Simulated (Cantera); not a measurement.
## Thermodynamics of chlorosilane synthesis and conversion, feed Si + HCl + H2

Input: 1 mol Si, 0.59 mol HCl, 0.73 mol H2, at 1.90 bar.

Equilibrium computed with Cantera from the NASA thermochemical tables; the gas is ideal and each condensed phase is pure. Candidate condensed phases: Si; 19 gas species. The tables' values for SiCl3 are old estimates; treat these amounts as uncertain. Rates play no part.

```tsv
T (K)	x H2	x HCl	x SiCl4	x SiHCl3	x SiCl2	x SiCl3	n Si(s)
623	0.855	5.00e-5	0.0794	0.0629	1.46e-9	3.47e-7	0.833
723	0.855	0.000342	0.0809	0.0605	1.07e-7	5.88e-6	0.833
823	0.855	0.00145	0.0819	0.0583	2.71e-6	4.97e-5	0.834
923	0.853	0.00446	0.0824	0.0561	3.35e-5	0.000262	0.835
1023	0.849	0.0109	0.0815	0.0537	0.000249	0.000981	0.837
1123	0.840	0.0225	0.0786	0.0504	0.00127	0.00283	0.840
1223	0.827	0.0402	0.0721	0.0457	0.00476	0.00656	0.844
1323	0.806	0.0639	0.0608	0.0389	0.0139	0.0124	0.846
1423	0.781	0.0908	0.0447	0.0298	0.0318	0.0190	0.844
```
x: gas mole fraction; n: condensed amount in mol.

From 623 K to 1423 K the condensed part is Si(s). The main Si-bearing gas is SiCl4 throughout.
